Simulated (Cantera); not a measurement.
Input: 1 mol V₂O₃, 220 mol H₂, 1.3 mol H₂O, held at 7.10 mbar.

Cantera equilibrium calculation (NASA polynomials, part measured and part estimated; ideal gas, pure solids and liquids). Candidate condensed phases: H₂O, V, VO, V₂O₃, V₂O₄, V₂O₅; 12 gas species. Condensed phases not in the tables: the oxides between V₂O₃ and V₂O₅ other than VO₂. Kinetics and transport are ignored.

Q: At 1473 K, list the 3 most abundant gas species with their mole fractions, and the condensed phases.

A: H₂ 0.994, H₂O 0.00587, H 0.000150. Condensed: V₂O₃(s).
